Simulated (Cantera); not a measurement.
Charge: 1 mol Si, 0.79 mol O₂, 2.2 mol N₂, equilibrated at 1002 °C and 1.33 mbar.

Method: chemical equilibrium by Gibbs-energy minimisation in Cantera with the NASA 1993 tables (ideal gas, pure condensed phases). Candidate condensed phases: Si, SiO₂, Si₂N₂O, Si₃N₄; 16 gas species. N₂ is the only nitrogen source here; it is nearly inert below about 1500 K, so the nitride shown seldom forms there in practice. Mutual solubility and eutectic melting of coexisting phases are not modelled. The tables hold silica as quartz up to 1696 K and as liquid above; real silica turns to tridymite and cristobalite and melts near 1996 K. Kinetics and transport are ignored.

Base state: N₂ 1.000, SiO 1.22e-5 (mole fractions); condensed: SiO₂(β-quartz) + Si₂N₂O(s).

What changes in the equilibrium state with this change: 1 mol NH₃ added?


| species | before | after |
|---|---|---|
| N₂ | 1.000 | 0.631 |
| H₂ | 0 | 0.369 |
| H₂O | 0 | 1.52e-5 |
| SiO | 1.22e-5 | 1.42e-5 |
| H | 0 | 1.23e-5 |
| SiO₂(β-quartz), mol | 0.720 | 0.720 |
| Si₂N₂O(s), mol | 0.140 | 0.140 |
Further candidate phases: H₂O.
